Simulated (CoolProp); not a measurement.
Vapour-liquid equilibrium of propylene (1) + R22 (2) at 0.376 MPa; x and y are mole fractions of (1).

Values from CoolProp's multi-fluid Helmholtz-energy mixture model, Lemmon 2013 and Kamei 1995; pair parameters Bell 2016.

Give the bubble temperature and the first vapour's composition at x = 0.5, 0.575, 0.725. Is there an azeotrope?

x = 0.5: 259.4 K, y = 0.545; x = 0.575: 259.1 K, y = 0.607; x = 0.725: 258.7 K, y = 0.732. y crosses x between x = 0.725 and 0.8: the model has an azeotrope there.

The pair parameters rest on a limited set of measurements; away from them the model extrapolates.
